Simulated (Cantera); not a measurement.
Feed: 1 mol SiO₂, 1.8 mol F₂, 40 mol H₂, held at 10.0 Torr.

Cantera equilibrium calculation (NASA polynomials, part measured and part estimated; ideal gas, pure solids and liquids). Candidate condensed phases: H₂O, Si, SiO₂; 38 gas species. The tables hold silica as quartz up to 1696 K and as liquid above; real silica turns to tridymite and cristobalite and melts near 1996 K. Equilibrium is a limit: real reactors are often held back by kinetics, nucleation or transport. All values below are at 1323 K.

Base state: H₂ 0.916, HF 0.0754, H₂O 0.00546, SiF₄ 0.00272, H 1.31e-5 (mole fractions); condensed: SiO₂(β-quartz).

### Question
What changes in the equilibrium state with this change: pressure from 10.0 Torr to 100 Torr?

### Answer
```tsv
species	before	after
H₂	0.916	0.918
HF	0.0754	0.0666
H₂O	0.00546	0.00997
SiF₄	0.00272	0.00497
H	1.31e-5	4.16e-6
SiO₂(β-quartz), mol	0.886	0.793
```
